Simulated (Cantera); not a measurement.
What does this Cantera script print?

```python
import numpy as np
import cantera as ct

gas_names = """
    B BN BO BO2 B2 B2O B2O2 B2O3 N NO NO2 NO3 N2 N2O O O2 O3
""".split()
cond_names = """
    B(b) B(L) BN(s) B2O3(L)
""".split()


# ... load() reads the species with a 1 bar reference pressure and builds the phases ...
atoms = {
    'B2O3': {'B': 2, 'O': 3},
    'O2': {'O': 2},
    'N2': {'N': 2},
}
top_T = {'BN(s)': 3200}  # K; cautious upper limits of use, not melting points


# ... equilibrate(T, P, feed) seeds the gas with the atoms and calls Mixture.equilibrate('TP', solver="vcs", rtol=1e-11, max_steps=5000) ...
results = []
T = 2248.15  # K
P = 14  # Pa
for m in [0.4, 0.58, 0.86, 1.3, 1.8, 2.7, 4, 5.8, 8.5]:
    feed = {'B2O3': 1, 'O2': m, 'N2': 0.12}  # mol
    mix = equilibrate(T, P, feed)
    results.append((T, P, feed, dict(zip(mix.species_names, mix.species_moles))))
    x = sorted(zip(gas.X, gas.species_names), reverse=True)
    print(f"T = {T:g} K  P = {P:g} Pa  n(O2) = {m:g} mol  gas = {mix.phase_moles(0):.4g} mol")
    print("   x: " + "  ".join(f"{s} {v:.3e}" for v, s in x if v > 0.001))
    print("   condensed (mol): " + ("  ".join(f"{mix.phase(i).name} {mix.phase_moles(i):.4g}"
          for i in range(1, mix.n_phases) if mix.phase_moles(i) > 1e-12) or "none"))
```

Result:

```
T = 2248.15 K  P = 14 Pa  n(O2) = 0.4 mol  gas = 1.863 mol
   x: B2O3 3.552e-01  BO2 2.792e-01  O2 1.127e-01  O 1.035e-01  BO 8.335e-02  N2 6.295e-02  NO 2.909e-03
   condensed (mol): none
T = 2248.15 K  P = 14 Pa  n(O2) = 0.58 mol  gas = 2.087 mol
   x: B2O3 3.028e-01  BO2 2.821e-01  O2 1.615e-01  O 1.239e-01  BO 7.033e-02  N2 5.587e-02  NO 3.282e-03
   condensed (mol): none
T = 2248.15 K  P = 14 Pa  n(O2) = 0.86 mol  gas = 2.431 mol
   x: BO2 2.752e-01  B2O3 2.445e-01  O2 2.247e-01  O 1.462e-01  BO 5.819e-02  N2 4.757e-02  NO 3.572e-03
   condensed (mol): none
T = 2248.15 K  P = 14 Pa  n(O2) = 1.3 mol  gas = 2.966 mol
   x: O2 2.996e-01  BO2 2.572e-01  B2O3 1.849e-01  O 1.688e-01  BO 4.709e-02  N2 3.860e-02  NO 3.715e-03
   condensed (mol): none
T = 2248.15 K  P = 14 Pa  n(O2) = 1.8 mol  gas = 3.567 mol
   x: O2 3.610e-01  BO2 2.364e-01  O 1.852e-01  B2O3 1.424e-01  BO 3.944e-02  N2 3.179e-02  NO 3.701e-03
   condensed (mol): none
T = 2248.15 K  P = 14 Pa  n(O2) = 2.7 mol  gas = 4.638 mol
   x: O2 4.352e-01  BO2 2.050e-01  O 2.034e-01  B2O3 9.749e-02  BO 3.114e-02  N2 2.410e-02  NO 3.538e-03
   condensed (mol): none
T = 2248.15 K  P = 14 Pa  n(O2) = 4 mol  gas = 6.171 mol
   x: O2 5.006e-01  O 2.182e-01  BO2 1.719e-01  B2O3 6.390e-02  BO 2.435e-02  N2 1.781e-02  NO 3.262e-03
   condensed (mol): none
T = 2248.15 K  P = 14 Pa  n(O2) = 5.8 mol  gas = 8.28 mol
   x: O2 5.538e-01  O 2.295e-01  BO2 1.409e-01  B2O3 4.082e-02  BO 1.897e-02  N2 1.303e-02  NO 2.934e-03
   condensed (mol): none
T = 2248.15 K  P = 14 Pa  n(O2) = 8.5 mol  gas = 11.43 mol
   x: O2 5.991e-01  O 2.387e-01  BO2 1.115e-01  B2O3 2.456e-02  BO 1.443e-02  N2 9.219e-03  NO 2.567e-03
   condensed (mol): none
```

Cantera equilibrium calculation (NASA polynomials, part measured and part estimated; ideal gas, pure solids and liquids).
